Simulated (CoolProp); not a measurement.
R1132(E) along the isobar 0.561 MPa: density (kg/m³) from the reference equation and from simpler models built on Tc = 75.7 °C, pc = 5.174 MPa, ω = 0.245; each cubic takes its own stable root.

The numbers come from the reference Helmholtz-energy equation of state, Akasaka 2024 in CoolProp.

```json
[
 {"T (°C)": "31.75", "phase": "gas", "reference": "15.11", "van der Waals": "[?]", "Redlich-Kwong": "15.02", "Soave-Redlich-Kwong": "15.07"},
 {"T (°C)": "38.15", "phase": "gas", "reference": "14.73", "van der Waals": "14.52", "Redlich-Kwong": "14.66", "Soave-Redlich-Kwong": "14.70"},
 {"T (°C)": "44.45", "phase": "gas", "reference": "14.38", "van der Waals": "14.20", "Redlich-Kwong": "14.32", "Soave-Redlich-Kwong": "[?]"},
 {"T (°C)": "50.85", "phase": "gas", "reference": "14.04", "van der Waals": "13.89", "Redlich-Kwong": "14.00", "Soave-Redlich-Kwong": "14.02"},
 {"T (°C)": "57.15", "phase": "gas", "reference": "13.73", "van der Waals": "13.60", "Redlich-Kwong": "[?]", "Soave-Redlich-Kwong": "13.71"},
 {"T (°C)": "63.45", "phase": "gas", "reference": "13.43", "van der Waals": "13.32", "Redlich-Kwong": "13.40", "Soave-Redlich-Kwong": "13.41"},
 {"T (°C)": "69.85", "phase": "gas", "reference": "[?]", "van der Waals": "13.05", "Redlich-Kwong": "13.12", "Soave-Redlich-Kwong": "13.12"},
 {"T (°C)": "76.15", "phase": "gas", "reference": "12.86", "van der Waals": "[?]", "Redlich-Kwong": "12.85", "Soave-Redlich-Kwong": "12.85"},
 {"T (°C)": "82.45", "phase": "gas", "reference": "12.61", "van der Waals": "12.55", "Redlich-Kwong": "12.60", "Soave-Redlich-Kwong": "12.60"},
 {"T (°C)": "88.85", "phase": "gas", "reference": "12.35", "van der Waals": "12.31", "Redlich-Kwong": "12.35", "Soave-Redlich-Kwong": "12.35"},
 {"T (°C)": "95.15", "phase": "gas", "reference": "12.12", "van der Waals": "12.08", "Redlich-Kwong": "12.12", "Soave-Redlich-Kwong": "12.11"},
 {"T (°C)": "101.55", "phase": "gas", "reference": "11.89", "van der Waals": "11.86", "Redlich-Kwong": "11.89", "Soave-Redlich-Kwong": "11.88"},
 {"T (°C)": "107.85", "phase": "gas", "reference": "[?]", "van der Waals": "11.65", "Redlich-Kwong": "[?]", "Soave-Redlich-Kwong": "[?]"},
 {"T (°C)": "114.15", "phase": "gas", "reference": "11.46", "van der Waals": "11.45", "Redlich-Kwong": "11.47", "Soave-Redlich-Kwong": "11.45"},
 {"T (°C)": "120.55", "phase": "gas", "reference": "11.26", "van der Waals": "11.25", "Redlich-Kwong": "11.27", "Soave-Redlich-Kwong": "11.25"},
 {"T (°C)": "126.85", "phase": "gas", "reference": "11.06", "van der Waals": "11.06", "Redlich-Kwong": "11.08", "Soave-Redlich-Kwong": "11.06"}
]
```

### Question
Complete the blanks.

### Answer

- 31.75, van der Waals: 14.86
- 44.45, Soave-Redlich-Kwong: 14.35
- 57.15, Redlich-Kwong: 13.69
- 69.85, reference: 13.14
- 76.15, van der Waals: 12.79
- 107.85, reference: 11.67
- 107.85, Redlich-Kwong: 11.68
- 107.85, Soave-Redlich-Kwong: 11.66
